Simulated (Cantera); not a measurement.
A perfectly stirred reactor is fed with NH3 : H2 = 1 : 0.12 (molar parts), at 0.420 bar; it is held at 1225 K, and followed from long to short residence time.

Computed with Cantera and the gas-phase N/H chemistry of the illustrative SiF4/NH3 mechanism in the Surface Chemkin manual (1991). Walls and surfaces, which speed up NH3 decomposition in real reactors, are not modelled.

What does this change do: temperature 1225 to 1675 K?


| quantity | before | after |
|---|---|---|
| x(NH3) at τ = 20.0 s | 0.892 | 0.181 |
| x(H2) at τ = 20.0 s | 0.108 | 0.631 |
| x(H) at τ = 20.0 s | 1.26e-7 | 8.04e-5 |
| x(N) at τ = 20.0 s | 2.87e-12 | 1.98e-8 |
| x(N2H4) at τ = 20.0 s | 2.06e-8 | 1.54e-8 |
| x(NH3) at τ = 52.0 ms | 0.893 | 0.879 |
| x(H2) at τ = 52.0 ms | 0.107 | 0.117 |
| x(H) at τ = 52.0 ms | 2.42e-8 | 9.21e-6 |
| x(N) at τ = 52.0 ms | <1e-12 | 1.46e-8 |
| x(N2H4) at τ = 52.0 ms | 7.62e-10 | 1.39e-7 |
